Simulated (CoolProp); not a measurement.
Vapour-liquid equilibrium of o-xylene (1) + n-nonane (2) at 4.57 bar; x and y are mole fractions of (1).

Model: multi-fluid Helmholtz-energy mixture model, Zhou 2012 and Lemmon 2006; pair parameters Bell 2016, in CoolProp.

Q: Give the bubble temperature and the first vapour's composition at x = 0.25, 0.35, 0.65. Is there an azeotrope?

A: x = 0.25: 488.5 K, y = 0.282; x = 0.35: 487.5 K, y = 0.384; x = 0.65: 485.5 K, y = 0.667. y crosses x between x = 0.85 and 0.95: the model has an azeotrope there.

Pair parameters are fitted to limited data, so mixtures are less certain than the pure fluids.
